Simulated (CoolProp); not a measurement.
The fluid at 293.15 K and 8.61 MPa flows at 15 m/s in a round tube of 12.7 mm bore and 45 µm roughness, fully developed (64/Re and Nu = 3.66 if laminar; Colebrook and Gnielinski if turbulent). The same conditions are run with several fluids, on thermodynamics alone (safety and materials aside).

The numbers come from the reference Helmholtz-energy equation of state of each fluid (ethane: Bücker 2006; ammonia: Gao 2020; R152A: Outcalt 1996; R22: Kamei 1995; propane: Lemmon 2009) in CoolProp.

Problem. Rank ethane, ammonia, R152A, R22, propane by Reynolds number, highest first.

Solution. R22 (1550000), ethane (1350000), R152A (923000), propane (848000), ammonia (812000)

```tsv
fluid	Darcy friction factor	pressure drop (Pa/m)	heat-transfer coefficient (W/(m² K))	mass flow (kg/h)
ethane	0.0275	94700	46000	2660
ammonia	0.0276	151000	129000	4220
R152A	0.0276	229000	45500	6410
R22	0.0275	304000	53000	8530
propane	0.0276	127000	38700	3550
```

Transport values come from each fluid's own correlations; those of R152A, R22 are estimates that may be off by 10 % or more.
